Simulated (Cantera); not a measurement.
Cantera run, input and output.

```python
import numpy as np
import cantera as ct

gas = ct.Solution("gri30.yaml")
gas.TPX = 800, 210000, {'CH4': 1, 'O2': 2.06, 'N2': 7.75, 'H2': 0.16}
inlet = ct.Reservoir(gas, clone=True)
gas.equilibrate("HP")  # start burning
reactor = ct.IdealGasConstPressureReactor(gas, energy="on", clone=False)
exhaust = ct.Reservoir(gas, clone=True)
tau = [0.073, 0.039, 0.021, 0.011, 0.0061, 0.0033, 0.0018, 0.00095, 0.00051, 0.00028, 0.00015, 8e-05, 4.3e-05][0]
for a, b in ((inlet, reactor), (reactor, exhaust)):
    ct.MassFlowController(a, b, mdot=lambda t: reactor.mass / tau)
net = ct.ReactorNet([reactor])
show = ['CH4', 'O2', 'H2O2', 'C2H4', 'CO', 'N2O']

rows = []
print(f"{'tau/s':>10s}{'T/K':>9s}" + "".join(f"{s:>11s}" for s in show))
for tau in [0.073, 0.039, 0.021, 0.011, 0.0061, 0.0033, 0.0018, 0.00095, 0.00051, 0.00028, 0.00015, 8e-05, 4.3e-05]:
    net.initial_time = 0.0
    net.advance(30 * tau)
    before = gas.X
    net.advance(40 * tau)
    drift = np.max(np.abs(gas.X - before) / (gas.X + 1e-9))
    rows.append([gas.T, *gas[show].X, drift])
    print(f"{tau:10.3e}{gas.T:9.1f}" + "".join(f"{x:11.3e}" for x in gas[show].X))
```

Output:

```
     tau/s      T/K        CH4         O2       H2O2       C2H4         CO        N2O
 7.300e-02   2494.1  8.905e-07  8.390e-03  1.691e-07  1.083e-11  1.970e-02  3.237e-07
 3.900e-02   2492.8  1.637e-06  8.596e-03  1.712e-07  3.618e-11  1.981e-02  3.251e-07
 2.100e-02   2490.3  2.951e-06  8.922e-03  1.743e-07  1.154e-10  2.001e-02  3.259e-07
 1.100e-02   2485.1  5.373e-06  9.441e-03  1.789e-07  3.694e-10  2.042e-02  3.241e-07
 6.100e-03   2476.4  9.099e-06  1.011e-02  1.844e-07  1.006e-09  2.105e-02  3.184e-07
 3.300e-03   2461.3  1.538e-05  1.107e-02  1.919e-07  2.647e-09  2.209e-02  3.073e-07
 1.800e-03   2438.5  2.519e-05  1.231e-02  2.020e-07  6.295e-09  2.359e-02  2.914e-07
 9.500e-04   2404.6  4.148e-05  1.397e-02  2.180e-07  1.439e-08  2.566e-02  2.707e-07
 5.100e-04   2362.3  6.689e-05  1.590e-02  2.416e-07  3.047e-08  2.807e-02  2.495e-07
 2.800e-04   2314.3  1.070e-04  1.802e-02  2.741e-07  6.250e-08  3.062e-02  2.304e-07
 1.500e-04   2258.7  1.788e-04  2.052e-02  3.196e-07  1.379e-07  3.346e-02  2.132e-07
 8.000e-05   2198.9  3.129e-04  2.346e-02  3.794e-07  3.371e-07  3.663e-02  1.981e-07
 4.300e-05   2137.0  5.800e-04  2.725e-02  4.567e-07  9.567e-07  4.050e-02  1.837e-07
```

Model: GRI-Mech 3.0 (53 species, 325 reactions), integrated in Cantera.
